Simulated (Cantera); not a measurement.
Input: 1 mol Ta(OEt)5, 0.18 mol H2O, 1.6 mol CO2, held at 3.00 Pa.

Cantera equilibrium calculation (NASA polynomials, part measured and part estimated; ideal gas, pure solids and liquids). Candidate condensed phases: C, C6H6, C7H8, C8H18, H2O, Ta, TaC, Ta2O5; 113 gas species. The feed counts by its element totals alone. TaC: taken at fixed stoichiometry. Condensed phases not in the tables: Ta2C. The numbers say what is thermodynamically allowed, not how fast it happens.

x: gas mole fraction; n: condensed amount in mol.

| T (°C) | x H | x H2 | x CO | x C3 | x C | n C(graphite) | n TaC(s) |
|---|---|---|---|---|---|---|---|
| 1602 | 0.0873 | 0.532 | 0.381 | 3.44e-8 | 5.73e-8 | 2.21 | 1.00 |
| 1702 | 0.170 | 0.465 | 0.364 | 4.95e-7 | 5.88e-7 | 2.21 | 1.00 |
| 1802 | 0.294 | 0.366 | 0.339 | 5.47e-6 | 4.82e-6 | 2.20 | 1.00 |
| 1902 | 0.443 | 0.247 | 0.310 | 4.82e-5 | 3.25e-5 | 2.18 | 1.00 |
| 2002 | 0.577 | 0.139 | 0.283 | 0.000349 | 0.000185 | 2.14 | 1.00 |
| 2102 | 0.665 | 0.0667 | 0.264 | 0.00213 | 0.000908 | [?] | 1.00 |
| 2202 | 0.702 | 0.0292 | 0.252 | 0.0112 | 0.00392 | [?] | 1.000 |
| 2302 | 0.714 | 0.0127 | 0.244 | 0.0163 | 0.0103 | [?] | 1.000 |

Problem. Some entries are withheld; supply them.

Solution. 
- 2102, n C(graphite): 1.93
- 2202, n C(graphite): 0.848
- 2302, n C(graphite): 0
